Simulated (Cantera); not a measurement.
A perfectly stirred reactor is fed with NO : N2 = 1 : 4.1 (molar parts), at 825 Torr; it is held at 1400 K, and followed from long to short residence time.

Computed with Cantera and GRI-Mech 3.0 (53 species, 325 reactions).

**Question.** What does this change do: temperature 1400 to 1775 K?

**Answer.** 
```json
[
 {"quantity": "x(NO) at τ = 4.00 s", "before": "0.195", "after": "0.151"},
 {"quantity": "x(N2O) at τ = 4.00 s", "before": "1.15e-5", "after": "9.48e-6"},
 {"quantity": "x(O2) at τ = 4.00 s", "before": "0.000330", "after": "0.0224"},
 {"quantity": "x(O) at τ = 4.00 s", "before": "2.97e-8", "after": "1.44e-5"},
 {"quantity": "x(NO2) at τ = 4.00 s", "before": "0.000102", "after": "0.000141"},
 {"quantity": "x(NO) at τ = 22.0 ms", "before": "0.196", "after": "0.196"},
 {"quantity": "x(N2O) at τ = 22.0 ms", "before": "1.82e-6", "after": "1.47e-5"},
 {"quantity": "x(O2) at τ = 22.0 ms", "before": "5.32e-9", "after": "0.000145"},
 {"quantity": "x(O) at τ = 22.0 ms", "before": "2.32e-9", "after": "4.21e-6"},
 {"quantity": "x(NO2) at τ = 22.0 ms", "before": "2.46e-6", "after": "5.06e-5"}
]
```

**Question.** What does this change do: temperature 1400 to 2175 K?

**Answer.** 
```tsv
quantity	before	after
x(NO) at τ = 4.00 s	0.195	0.0193
x(N2O) at τ = 4.00 s	1.15e-5	6.59e-7
x(O2) at τ = 4.00 s	0.000330	0.0880
x(O) at τ = 4.00 s	2.97e-8	0.000657
x(NO2) at τ = 4.00 s	0.000102	1.73e-5
x(NO) at τ = 22.0 ms	0.196	0.183
x(N2O) at τ = 22.0 ms	1.82e-6	1.75e-5
x(O2) at τ = 22.0 ms	5.32e-9	0.00613
x(O) at τ = 22.0 ms	2.32e-9	0.000228
x(NO2) at τ = 22.0 ms	2.46e-6	5.48e-5
```
